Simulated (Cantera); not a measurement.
Input (Python, Cantera) and output of one run.

```python
import numpy as np
import cantera as ct

gas_names = """
    B BH BH2 BH3 BO BO2 B2 B2O B2O2 B2O3 B3O3H3 H HBO HBO2 HO2 H2 H2O H2O2 H3B3O6 O OH O2 O3
""".split()
cond_names = """
    B(b) B(L) B2O3(L) B3O3H3(cr) H2O(s) H2O(L)
""".split()


# ... load() reads the species with a 1 bar reference pressure and builds the phases ...
atoms = {
    'B2O3': {'B': 2, 'O': 3},
    'O2': {'O': 2},
    'H2': {'H': 2},
}
top_T = {}  # K; cautious upper limits of use, not melting points


# ... equilibrate(T, P, feed) seeds the gas with the atoms and calls Mixture.equilibrate('TP', solver="vcs", rtol=1e-11, max_steps=5000) ...
results = []
feed = {'B2O3': 1, 'O2': 0.47, 'H2': 13}  # mol
P = 1000  # Pa
for T in [798, 898, 998, 1098, 1198, 1298, 1398, 1498, 1598, 1698, 1798, 1898, 1998, 2098]:
    mix = equilibrate(T, P, feed)
    results.append((T, P, feed, dict(zip(mix.species_names, mix.species_moles))))

top = {s: max(r[3][s] / sum(r[3][g] for g in gas_names) for r in results) for s in gas_names}
cols = sorted((s for s in top if top[s] > 1e-06), key=lambda s: -top[s])[:6]
seen = [c for c in cond_names if any(r[3].get(c, 0) > 1e-12 for r in results)]
print("log10 of partial pressures in bar; condensed amounts in mol")
print(f"{'T/K':>10s}" + "".join(f"{s[:9]:>10s}" for s in cols + seen))
for T, P, feed, n in results:
    ng = sum(n[g] for g in gas_names)
    print(f"{T:10.4g}" + "".join(f"{np.log10(max(n[s] / ng * P / 1e5, 1e-99)):10.3f}" for s in cols)
          + "".join(f"{n.get(c, 0):10.4g}" for c in seen))
```

It prints:

```
log10 of partial pressures in bar; condensed amounts in mol
       T/K        H2      HBO2       H2O         H      B2O3       HBO   B2O3(L)
       798    -2.033    -8.484    -3.142   -12.591   -16.788   -14.231    0.9964
       898    -2.033    -7.192    -3.142   -10.977   -13.847   -12.078    0.9981
       998    -2.033    -6.170    -3.142    -9.684   -11.517   -10.371    0.9985
      1098    -2.033    -5.345    -3.143    -8.623    -9.626    -8.985    0.9964
      1198    -2.033    -4.666    -3.148    -7.738    -8.065    -7.837    0.9855
      1298    -2.034    -4.106    -3.167    -6.987    -6.754    -6.866    0.9482
      1398    -2.038    -3.648    -3.220    -6.344    -5.640    -6.024    0.8484
      1498    -2.045    -3.295    -3.345    -5.787    -4.681    -5.264    0.6296
      1598    -2.061    -3.058    -3.590    -5.304    -3.849    -4.544    0.1785
      1698    -2.068    -3.032    -3.628    -4.874    -3.659    -4.264         0
      1798    -2.070    -3.048    -3.579    -4.489    -3.651    -4.134         0
      1898    -2.074    -3.064    -3.531    -4.144    -3.652    -4.024         0
      1998    -2.079    -3.083    -3.484    -3.834    -3.664    -3.936         0
      2098    -2.088    -3.105    -3.436    -3.556    -3.690    -3.871         0
```

These are equilibrium values from Cantera (NASA tables, ideal gas, pure condensed phases), not measurements of a reactor. Gases not in the tables: H3BO3.
